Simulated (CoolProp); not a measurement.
Saturation properties of C3F8 (R218).

Computed with CoolProp (reference Helmholtz-energy equation of state, Lemmon 2006). It is a short technical equation, of lower accuracy than the large ones.

```json
[
 {"T (°C)": "-48.95", "p (MPa)": "0.05641", "liquid density (kg/m³)": "1658", "liquid cp (kJ/(kg K))": "0.9487", "vapour Z": "0.9641", "liquid viscosity (µPa s)": "537"},
 {"T (°C)": "-36.35", "p (MPa)": "0.1034", "liquid density (kg/m³)": "1610", "liquid cp (kJ/(kg K))": "0.9760", "vapour Z": "0.9460", "liquid viscosity (µPa s)": "433"},
 {"T (°C)": "-23.75", "p (MPa)": "0.1763", "liquid density (kg/m³)": "1559", "liquid cp (kJ/(kg K))": "1.006", "vapour Z": "0.9226", "liquid viscosity (µPa s)": "?"},
 {"T (°C)": "-11.05", "p (MPa)": "0.2847", "liquid density (kg/m³)": "1505", "liquid cp (kJ/(kg K))": "1.039", "vapour Z": "0.8931", "liquid viscosity (µPa s)": "290"},
 {"T (°C)": "1.55", "p (MPa)": "0.4358", "liquid density (kg/m³)": "1447", "liquid cp (kJ/(kg K))": "1.078", "vapour Z": "0.8570", "liquid viscosity (µPa s)": "239"},
 {"T (°C)": "14.25", "p (MPa)": "0.6421", "liquid density (kg/m³)": "1384", "liquid cp (kJ/(kg K))": "1.125", "vapour Z": "0.8127", "liquid viscosity (µPa s)": "197"},
 {"T (°C)": "26.85", "p (MPa)": "0.9115", "liquid density (kg/m³)": "1312", "liquid cp (kJ/(kg K))": "1.186", "vapour Z": "0.7589", "liquid viscosity (µPa s)": "162"},
 {"T (°C)": "39.45", "p (MPa)": "1.258", "liquid density (kg/m³)": "?", "liquid cp (kJ/(kg K))": "?", "vapour Z": "0.6920", "liquid viscosity (µPa s)": "131"},
 {"T (°C)": "52.15", "p (MPa)": "1.700", "liquid density (kg/m³)": "1124", "liquid cp (kJ/(kg K))": "1.464", "vapour Z": "0.6041", "liquid viscosity (µPa s)": "103"}
]
```

Some entries are withheld; supply them.


- -23.75, liquid viscosity (µPa s): 353
- 39.45, liquid density (kg/m³): 1229
- 39.45, liquid cp (kJ/(kg K)): 1.279

It boils at -36.8 °C under 1 atm.

Viscosity comes from a separate model (Huber 2003), an estimate that may be off by 10 % or more.
